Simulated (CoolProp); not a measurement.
n-pentane at several states: density (kg/m³) from the reference equation and from simpler models built on Tc = 196.5 °C, pc = 3.368 MPa, ω = 0.251; each cubic takes its own stable root.

The numbers come from the reference Helmholtz-energy equation of state, Thol 2019 in CoolProp.

```csv
T (°C),p (MPa),phase,reference
241.75,11.5,supercritical,385.5
95.35,0.0143,gas,0.3379
147.05,3.89,liquid,482.2
328.15,0.0494,gas,0.7144
116.65,0.96,liquid,515.0
```

How far does each simpler model (Soave-Redlich-Kwong, Peng-Robinson) lie from the reference over these 5 states: mean and median of the absolute difference, and the worst?


- Soave-Redlich-Kwong: mean 7.2 %, median 11.7 %, worst -12.4 % at 147.05 °C and 3.89 MPa
- Peng-Robinson: mean 0.8 %, median 0.0 %, worst -3.0 % at 241.75 °C and 11.5 MPa
